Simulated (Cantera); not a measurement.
A perfectly stirred reactor is fed with CH₄ : CO₂ : H₂ = 1 : 4 : 0.22 (molar parts), at 1.00 bar; it is held at 1900 K, and followed from long to short residence time.

Model: GRI-Mech 3.0 (53 species, 325 reactions), integrated in Cantera.

Predict: x(CH₄) at τ = 25.0 s; x(CO₂) at τ = 25.0 s; x(H₂) at τ = 25.0 s; x(C₂H₄) at τ = 25.0 s; x(CH₂) at τ = 25.0 s; x(CH₄) at τ = 38.0 ms; x(CO₂) at τ = 38.0 ms; x(H₂) at τ = 38.0 ms; x(C₂H₄) at τ = 38.0 ms; x(CH₂) at τ = 38.0 ms.

x(CH₄) at τ = 25.0 s: 4.13e-5
x(CO₂) at τ = 25.0 s: 0.215
x(H₂) at τ = 25.0 s: 0.106
x(C₂H₄) at τ = 25.0 s: 1.90e-9
x(CH₂) at τ = 25.0 s: 4.07e-9
x(CH₄) at τ = 38.0 ms: 0.0101
x(CO₂) at τ = 38.0 ms: 0.277
x(H₂) at τ = 38.0 ms: 0.0833
x(C₂H₄) at τ = 38.0 ms: 0.000114
x(CH₂) at τ = 38.0 ms: 1.21e-6
